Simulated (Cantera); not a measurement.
Input (Python, Cantera):

```python
import numpy as np
import cantera as ct

gas = ct.Solution("h2o2.yaml")
gas.TPX = 575, 500000, {'H2': 1, 'O2': 0.877, 'N2': 3.3}
inlet = ct.Reservoir(gas, clone=True)
gas.equilibrate("HP")  # start burning
reactor = ct.IdealGasConstPressureReactor(gas, energy="on", clone=False)
exhaust = ct.Reservoir(gas, clone=True)
tau = [0.44, 0.19, 0.078, 0.032, 0.014, 0.0057, 0.0024, 0.00099, 0.00041, 0.00017, 7.2e-05, 3e-05][0]
for a, b in ((inlet, reactor), (reactor, exhaust)):
    ct.MassFlowController(a, b, mdot=lambda t: reactor.mass / tau)
net = ct.ReactorNet([reactor])
show = ['H2', 'O2', 'O', 'H', 'OH']

rows = []
print(f"{'tau/s':>10s}{'T/K':>9s}" + "".join(f"{s:>11s}" for s in show))
for tau in [0.44, 0.19, 0.078, 0.032, 0.014, 0.0057, 0.0024, 0.00099, 0.00041, 0.00017, 7.2e-05, 3e-05]:
    net.initial_time = 0.0
    net.advance(30 * tau)
    before = gas.X
    net.advance(40 * tau)
    drift = np.max(np.abs(gas.X - before) / (gas.X + 1e-9))
    rows.append([gas.T, *gas[show].X, drift])
    print(f"{tau:10.3e}{gas.T:9.1f}" + "".join(f"{x:11.3e}" for x in gas[show].X))
```

Output:

```
     tau/s      T/K         H2         O2          O          H         OH
 4.400e-01   2011.4  1.102e-04  8.015e-02  9.470e-05  8.451e-06  1.678e-03
 1.900e-01   2011.3  1.150e-04  8.015e-02  9.687e-05  8.821e-06  1.696e-03
 7.800e-02   2011.0  1.270e-04  8.014e-02  1.023e-04  9.761e-06  1.740e-03
 3.200e-02   2010.3  1.547e-04  8.012e-02  1.151e-04  1.207e-05  1.840e-03
 1.400e-02   2008.9  2.089e-04  8.008e-02  1.413e-04  1.716e-05  2.029e-03
 5.700e-03   2006.1  3.268e-04  8.000e-02  2.014e-04  3.051e-05  2.400e-03
 2.400e-03   2001.4  5.421e-04  7.989e-02  3.164e-04  6.164e-05  2.973e-03
 9.900e-04   1993.3  9.421e-04  7.974e-02  5.365e-04  1.378e-04  3.808e-03
 4.100e-04   1980.0  1.649e-03  7.958e-02  9.312e-04  3.173e-04  4.901e-03
 1.700e-04   1958.4  2.874e-03  7.949e-02  1.612e-03  7.304e-04  6.229e-03
 7.200e-05   1924.4  4.878e-03  7.960e-02  2.687e-03  1.611e-03  7.651e-03
 3.000e-05   1869.4  8.229e-03  8.023e-02  4.304e-03  3.438e-03  8.964e-03
```

Cantera simulation using the H2/O2 subset of GRI-Mech 3.0, which has no nitrogen chemistry; the numbers are that mechanism's predictions, not measurements. The hydrogen kinetics of GRI-Mech 3.0 are dated; newer H2 mechanisms differ, most at raised pressure.
